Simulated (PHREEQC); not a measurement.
# Buffer: speciation

Make-up at 55 °C: 0.0033 mol KH2PO4 and 0.021 mol K2HPO4 per kg of water. Closed to the air; pH follows from the charge balance.

All values are PHREEQC results (ion-association model, phreeqc.dat), not measurements.

Each row changes one thing in this solution. This is a speciation only: nothing precipitates in the calculation.

| case | pH | ionic strength (mol/kgw) | HPO4-2 (mol/kgw) | H2PO4- (mol/kgw) | KHPO4- (mol/kgw) | H3PO4 (mol/kgw) |
|---|---|---|---|---|---|---|
| as made | 7.64 | 0.0649 | 0.0203 | 0.00331 | 0.000707 | 1.23e-8 |
| K2HPO4 left out | 4.88 | 0.00334 | 2.20e-5 | 0.00327 | 1.09e-7 | 8.17e-6 |
| K2HPO4 from 0.021 to 0.0231 mol/kgw | 7.67 | 0.0709 | 0.0223 | 0.00331 | 0.000822 | 1.14e-8 |
| temperature from 55 to 85 °C | 7.56 | 0.0649 | 0.0203 | 0.00332 | 0.000667 | 1.90e-8 |
| KH2PO4 replaced by H3PO4 at the same molality | 7.27 | 0.0585 | 0.0171 | 0.00660 | 0.000573 | 5.74e-8 |
| KH2PO4 from 0.0033 to 0.0066 mol/kgw | 7.33 | 0.0681 | 0.0203 | 0.00660 | 0.000745 | 4.96e-8 |
| KH2PO4 left out | 9.00 | 0.0616 | 0.0201 | 0.000145 | 0.000662 | 2.36e-11 |

Constants without temperature data keep their 25 °C values here.
